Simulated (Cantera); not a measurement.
Cantera with NASA thermochemical tables; ideal gases at 1 bar, condensed phases pure. Values are per mole of reaction as written; species without (g) are pure solids or liquids, kept so even where they would boil at 1 bar.

TaO2(g) + N2(g) = Ta + 2 NO(g), with ΔH° = 383.4 kJ and ΔS° = -8.8 J/K at 300 K.

**Question.** How far is the shortcut ΔG° ≈ ΔH°(300 K) − T·ΔS°(300 K) from the full temperature-dependent value at 625, 725, 825, 925, 1025, 1125, 1225, 1325, 1425 K?

**Answer.** 
| T (K) | shortcut (kJ) | full (kJ) | difference (kJ) | difference in log10 K |
|---|---|---|---|---|
| 625 | 388.9 | 387.7 | 1.3 | -0.10 |
| 725 | 389.8 | 387.9 | 1.9 | -0.14 |
| 825 | 390.7 | 388.0 | 2.7 | -0.17 |
| 925 | 391.6 | 388.0 | 3.6 | -0.20 |
| 1025 | 392.5 | 387.9 | 4.5 | -0.23 |
| 1125 | 393.3 | 387.8 | 5.5 | -0.26 |
| 1225 | 394.2 | 387.6 | 6.6 | -0.28 |
| 1325 | 395.1 | 387.3 | 7.8 | -0.31 |
| 1425 | 396.0 | 387.0 | 9.0 | -0.33 |
The shortcut ignores the heat-capacity change of the reaction.
